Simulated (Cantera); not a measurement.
Carbon deposition, reforming and gasification: C₃H₈ + O₂ + H₂

Input: 1 mol C₃H₈, 0.53 mol O₂, 1 mol H₂, at 13300 Pa.

These are equilibrium values from Cantera (NASA tables, ideal gas, pure condensed phases), not measurements of a reactor. Candidate condensed phases: C, C₆H₆, C₇H₈, C₈H₁₈, H₂O; 110 gas species. Rates play no part.

```csv
T (K),x H₂,x CO,x H,x C₂H₂ (acetylene),x CH₄,x H₂O,x CH₃,x C₄H₂,n C(graphite)
1625,0.825,0.175,0.000175,2.93e-5,0.000133,1.44e-5,5.78e-7,4.05e-10,1.94
1675,0.825,0.175,0.000289,4.79e-5,0.000109,1.07e-5,7.78e-7,1.08e-9,1.94
1725,0.824,0.175,0.000462,7.60e-5,9.05e-5,8.08e-6,1.03e-6,2.74e-9,1.94
1775,0.824,0.175,0.000720,0.000117,7.58e-5,6.21e-6,1.34e-6,6.58e-9,1.94
1825,0.824,0.175,0.00109,0.000177,6.41e-5,4.84e-6,1.72e-6,1.50e-8,1.94
1875,0.823,0.175,0.00163,0.000261,5.48e-5,3.83e-6,2.18e-6,3.29e-8,1.94
1925,0.822,0.175,0.00237,0.000377,4.71e-5,3.06e-6,2.72e-6,6.89e-8,1.94
1975,0.821,0.175,0.00340,0.000533,4.08e-5,2.48e-6,3.35e-6,1.39e-7,1.93
2025,0.820,0.175,0.00477,0.000742,3.56e-5,2.03e-6,4.09e-6,2.70e-7,1.93
2075,0.818,0.174,0.00660,0.00101,3.13e-5,1.67e-6,4.94e-6,5.09e-7,1.93
2125,0.815,0.174,0.00898,0.00137,2.76e-5,1.39e-6,5.90e-6,9.28e-7,1.92
2175,0.812,0.174,0.0120,0.00181,2.44e-5,1.17e-6,6.97e-6,1.64e-6,1.92
2225,0.808,0.174,0.0159,0.00237,2.17e-5,9.84e-7,8.16e-6,2.84e-6,1.91
2275,0.803,0.173,0.0208,0.00306,1.93e-5,8.35e-7,9.47e-6,4.76e-6,1.90
```
x: gas mole fraction; n: condensed amount in mol.

From 1625 K to 2275 K the condensed part is C(graphite). The main C-bearing gas is CO throughout.
